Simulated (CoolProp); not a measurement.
C2F6 (R116) at several states: fugacity coefficient from the reference equation and from simpler models built on Tc = 293.0 K, pc = 3.048 MPa, ω = 0.257; each cubic takes its own stable root.

Computed with CoolProp (reference Helmholtz-energy equation of state, Lemmon 2006). It is a short technical equation, of lower accuracy than the large ones.

| T (K) | p (MPa) | phase | reference |
|---|---|---|---|
| 269.4 | 0.07 | gas | 0.9899 |
| 415.9 | 4.24 | supercritical | 0.8852 |
| 234.4 | 0.122 | gas | 0.9720 |
| 279.3 | 0.0355 | gas | 0.9955 |

Question: How far does each simpler model (van der Waals, Redlich-Kwong, Peng-Robinson) lie from the reference over these 4 states: mean and median of the absolute difference, and the worst?

Answer: 
- van der Waals: mean 1.6 %, median 0.5 %, worst -5.2 % at 415.9 K and 4.24 MPa
- Redlich-Kwong: mean 1.0 %, median 0.1 %, worst -3.8 % at 415.9 K and 4.24 MPa
- Peng-Robinson: mean 0.6 %, median 0.1 %, worst -2.2 % at 415.9 K and 4.24 MPa
